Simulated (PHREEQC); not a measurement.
0.27 g of hydrous ferric oxide (600 m²/g; 0.2 weak and 0.005 strong sites per Fe, Dzombak-Morel constants, diffuse double layer) in 1 kg of water with 0.01 mol/kgw of an inert sodium salt and 3.2e-06 mol/kgw Na2HAsO4, at 25 °C; the pH is set by adding NaOH or the inert anion's acid. Oxygen is held at 0.21 atm. The system is closed to CO2. Nothing may precipitate in this run.

Model: ion-association model, wateq4f.dat, run in PHREEQC.

```tsv
pH	As sorbed (%)	surface charge σ (C/m²)	surface potential ψ (mV)
3	100.0	0.323	203
3.67	100.0	0.254	192
4.33	100.0	0.177	175
5.67	100.0	0.065	124
6.33	100.0	(withheld)	93
7	100.0	(withheld)	(withheld)
7.67	100.0	0.005	23
8.33	99.9	-0.003	-14
9.67	85.7	-0.030	-85
10.33	40.6	(withheld)	-116
11	8.5	-0.100	-143
```

Task: Some entries are withheld; supply them.

Result: 
- 6.33, surface charge σ (C/m²): 0.035
- 7, surface charge σ (C/m²): 0.017
- 7, surface potential ψ (mV): 59
- 10.33, surface charge σ (C/m²): -0.056

The oxide is taken as insoluble; below pH 4 it would dissolve.
